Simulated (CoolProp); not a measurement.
Ammonia along the isobar 19800 kPa: fugacity coefficient from the reference equation and from simpler models built on Tc = 405.6 K, pc = 11360 kPa, ω = 0.256; each cubic takes its own stable root.

The numbers come from the reference Helmholtz-energy equation of state, Gao 2020 in CoolProp.

```
T (K)          phase  reference
-----  -------------  ---------
355.4         liquid     0.2015
385.5         liquid     0.3203
415.7  supercritical     0.4570
445.8  supercritical     0.5852
475.9  supercritical     0.6759
506.1  supercritical     0.7416
536.2  supercritical     0.7919
566.4  supercritical     0.8315
596.5  supercritical     0.8632
```

Task: How far does each simpler model (van der Waals, Soave-Redlich-Kwong) lie from the reference over these 9 states: mean and median of the absolute difference, and the worst?

Result: 
- van der Waals: mean 14.0 %, median 4.6 %, worst +63.6 % at 355.4 K and 19800 kPa
- Soave-Redlich-Kwong: mean 5.7 %, median 4.1 %, worst +10.6 % at 355.4 K and 19800 kPa
